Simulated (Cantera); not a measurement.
Feed: 1 mol Al, 2.4 mol HCl, 4.2 mol N2, held at 2200 K and 0.0100 bar.

Method: chemical equilibrium by Gibbs-energy minimisation in Cantera with the NASA 1993 tables (ideal gas, pure condensed phases). Candidate condensed phases: Al, AlCl3, AlN, NH4Cl; 20 gas species. The tables' values for AlCl2 are old estimates; treat these amounts as uncertain. The numbers say what is thermodynamically allowed, not how fast it happens.

Base state: N2 0.585, HCl 0.155, AlCl 0.123, H2 0.0816, Cl 0.0223, H 0.0161, AlCl2 0.0138, AlCl3 0.00208 (mole fractions); condensed: gas only.

Q: What changes in the equilibrium state with this change: temperature from 2200 K to 1050 K?

A: 
```json
[
 {"species": "N2", "before": "0.585", "after": "0.659"},
 {"species": "H2", "before": "0.0816", "after": "0.158"},
 {"species": "AlCl3", "before": "0.00208", "after": "0.105"},
 {"species": "AlCl", "before": "0.123", "after": "9.12e-8"},
 {"species": "HCl", "before": "0.155", "after": "0.0777"},
 {"species": "Cl", "before": "0.0223", "after": "1.45e-8"},
 {"species": "H", "before": "0.0161", "after": "3.22e-8"},
 {"species": "AlCl2", "before": "0.0138", "after": "1.03e-5"},
 {"species": "Al", "before": "0.000334", "after": "<1e-9"},
 {"species": "AlN(s), mol", "before": "0", "after": "0.358"}
]
```

Q: What changes in the equilibrium state with this change: temperature from 2200 K to 1298.15 K?

A: 
```tsv
species	before	after
N2	0.585	0.660
H2	0.0816	0.161
AlCl3	0.00208	0.107
AlCl	0.123	0.000186
HCl	0.155	0.0711
Cl	0.0223	1.60e-6
H	0.0161	4.31e-6
AlCl2	0.0138	0.00103
Al	0.000334	<1e-9
AlN(s), mol	0	0.342
```

Q: What changes in the equilibrium state with this change: HCl from 2.4 to 8 mol?

A: 
```csv
species,before,after
HCl,0.155,0.441
N2,0.585,0.323
H2,0.0816,0.0787
AlCl,0.123,0.0524
Cl,0.0223,0.0645
AlCl2,0.0138,0.0170
H,0.0161,0.0158
Cl2,2.26e-6,1.90e-5
Al,0.000334,4.90e-5
```
